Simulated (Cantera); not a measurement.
## Ignition delay

Mixture: 43.1 % H2, 12.0 % O2, 44.8 % N2, 0.155 % NO, at 760 Torr, adiabatic and at constant pressure. Ignition delay is the time to a rise of 400 K.

Detailed kinetics in Cantera: GRI-Mech 3.0 (53 species, 325 reactions). The mechanism lacks 2 NO + O2 → 2 NO2 and HONO, so NO2 and the effect of NO are under-described below about 1400 K. Where the delays flatten at high temperature, the 400 K rule measures the pace of heat release, not the induction time.

```tsv
T0 (K)	delay (ms)
1175	0.0571
1250	0.0390
1325	0.0288
1400	0.0227
1475	0.0191
```
